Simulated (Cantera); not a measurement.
## Ta2O5 + H2 + H2O (hydrogen reduction and annealing atmospheres)

A closed system holds: 1 mol Ta2O5, 2800 mol H2, 0.17 mol H2O, held at 1600 K and 19000 Pa.

Equilibrium computed with Cantera from the NASA thermochemical tables; the gas is ideal and each condensed phase is pure. Candidate condensed phases: H2O, Ta, Ta2O5; 12 gas species. Mutual solubility and eutectic melting of coexisting phases are not modelled. Condensed phases not in the tables: N, O or C dissolved in the metal. Rates play no part.

The x(H2) is 1.000 and the x(H2O) is 0.000199. The x(H) is 0.000125. The n(Ta(s)) comes out as 0.155 mol and the n(Ta2O5(s)) comes out as 0.922 mol. The gas amount comes out as 2800 mol.
